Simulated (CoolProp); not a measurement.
Saturation properties of C2F6 (R116).

Values from CoolProp's reference Helmholtz-energy equation of state, Lemmon 2006. It is a short technical equation, of lower accuracy than the large ones.

| T (°C) | p (MPa) | liquid cp (kJ/(kg K)) | vapour Z | liquid viscosity (µPa s) |
|---|---|---|---|---|
| -90.25 | 0.05010 | 0.9133 | 0.9727 | 536 |
| -84.75 | 0.06981 | 0.9258 | [?] | 480 |
| -79.15 | 0.09569 | 0.9392 | 0.9567 | [?] |
| -73.65 | 0.1279 | 0.9532 | 0.9468 | [?] |
| -68.15 | 0.1678 | 0.9681 | 0.9356 | [?] |
| -62.55 | 0.2178 | 0.9843 | 0.9227 | 321 |
| -57.05 | 0.2771 | 1.001 | 0.9084 | 293 |
| -51.55 | 0.3480 | 1.020 | 0.8925 | 267 |
| -46.05 | 0.4317 | 1.040 | 0.8750 | 244 |
| -40.45 | 0.5316 | 1.063 | 0.8552 | 222 |
| -34.95 | [?] | 1.089 | 0.8338 | 203 |
| -29.45 | 0.7767 | 1.118 | 0.8102 | 185 |
| -23.85 | [?] | 1.152 | 0.7838 | [?] |
| -18.35 | 1.101 | 1.193 | 0.7551 | 152 |
| -12.85 | 1.294 | 1.244 | 0.7233 | 137 |

Q: Some entries are withheld; supply them.

A: 
- -84.75, vapour Z: 0.9654
- -79.15, liquid viscosity (µPa s): 431
- -73.65, liquid viscosity (µPa s): 390
- -68.15, liquid viscosity (µPa s): 354
- -34.95, p (MPa): 0.6455
- -23.85, p (MPa): 0.9296
- -23.85, liquid viscosity (µPa s): 168

It boils at -78.1 °C under 1 atm.

Viscosity comes from a separate model (Huber 2003), an estimate that may be off by 10 % or more.
